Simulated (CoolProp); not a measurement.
Saturation properties of C3F8 (R218).

Model: reference Helmholtz-energy equation of state, Lemmon 2006, in CoolProp. It is a short technical equation, of lower accuracy than the large ones.

```
T (°C)  p (kPa)  vapour density (kg/m³)  liquid cp (kJ/(kg K))  surface tension (mN/m)  liquid viscosity (µPa s)
------  -------  ----------------------  ---------------------  ----------------------  ------------------------
-98.35    1.849                  0.2401                 0.8569                       ?                      1570
-94.85    2.541                  0.3237                      ?                    17.7                      1420
-91.35    3.442                       ?                 0.8687                    17.3                      1300
-87.85    4.598                  0.5647                 0.8748                    16.8                      1190
-84.35    6.063                  0.7319                 0.8809                    16.4                      1100
-80.85    7.901                  0.9379                 0.8871                    15.9                         ?
-77.35    10.18                   1.189                 0.8935                    15.5                       935
-73.85    12.98                   1.492                 0.8999                    15.0                       867
-70.35    16.38                   1.855                 0.9064                    14.6                       806
-66.85    20.48                   2.286                      ?                    14.2                       750
-63.35    25.37                   2.793                 0.9198                    13.7                       700
-59.85    31.18                   3.387                 0.9266                    13.3                       655
-56.35        ?                   4.077                 0.9336                    12.9                         ?
```

Q: Complete the blanks.

A: 
- -98.35, surface tension (mN/m): 18.2
- -94.85, liquid cp (kJ/(kg K)): 0.8628
- -91.35, vapour density (kg/m³): 0.4303
- -80.85, liquid viscosity (µPa s): 1010
- -66.85, liquid cp (kJ/(kg K)): 0.9130
- -56.35, p (kPa): 38.01
- -56.35, liquid viscosity (µPa s): 613

It boils at -36.8 °C under 1 atm.

Viscosity comes from a separate model (Huber 2003), an estimate that may be off by 10 % or more. Surface tension comes from a separate correlation (Mulero 2012).
